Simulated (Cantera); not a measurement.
Charge: 1 mol AlN, 0.65 mol HCl, 0.3 mol N2, held at 1500 K and 0.133 bar.

Cantera equilibrium calculation (NASA polynomials, part measured and part estimated; ideal gas, pure solids and liquids). Candidate condensed phases: Al, AlCl3, AlN, NH4Cl; 20 gas species. The tables' values for AlCl2 are old estimates; treat these amounts as uncertain. Equilibrium is a limit: real reactors are often held back by kinetics, nucleation or transport.

Base state: N2 0.413, H2 0.290, AlCl3 0.189, HCl 0.101, AlCl2 0.00595, AlCl 0.00146, H 2.60e-5 (mole fractions); condensed: AlN(s).

Task: What changes in the equilibrium state with this change: temperature from 1500 K to 900 K?

Result: 
```tsv
species	before	after
N2	0.413	0.410
H2	0.290	0.280
AlCl3	0.189	0.182
HCl	0.101	0.126
AlCl	0.00146	<1e-9
AlCl2	0.00595	7.79e-8
H	2.60e-5	<1e-9
Al2Cl6	5.42e-6	0.00208
AlN(s), mol	0.813	0.823
```
